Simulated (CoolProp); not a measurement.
Aqueous ammonia as a coolant, at -12 °C, 1 atm.

Model: Melinder's fits for secondary coolants, in CoolProp.

| mass % | freezing point (°C) | Prandtl number | cp (kJ/(kg K)) | density (kg/m³) | viscosity (mPa s) |
|---|---|---|---|---|---|
| 12.1 | -17.3 | 29.1 | 4.241 | 957.6 | 3.18 |
| 15 | -23.3 | 31.0 | 4.245 | 949.3 | 3.27 |
| 17.8 | -30.1 | 33.0 | 4.247 | 941.7 | 3.37 |
| 20.6 | -38.4 | 34.5 | 4.250 | 934.4 | 3.42 |
| 23.5 | -49.0 | 35.3 | 4.253 | 927.0 | 3.41 |
| 26.3 | -61.8 | 35.7 | 4.257 | 920.0 | 3.36 |
| 29.1 | -78.0 | 36.9 | 4.263 | 913.1 | 3.41 |
